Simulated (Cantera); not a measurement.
A closed system holds: 1 mol Pb, 0.09 mol CO, 1.2 mol N2, held at 100 Torr.

These are equilibrium values from Cantera (NASA tables, ideal gas, pure condensed phases), not measurements of a reactor. Candidate condensed phases: C, Pb, PbO, PbO2, Pb3O4; 27 gas species. The numbers say what is thermodynamically allowed, not how fast it happens.

Task: At 1073 K, list the 4 most abundant gas species with their mole fractions, and the condensed phases.

Result: N2 0.930, CO 0.0696, Pb 0.000548, CO2 9.08e-5. Condensed: C(graphite) + Pb(l).
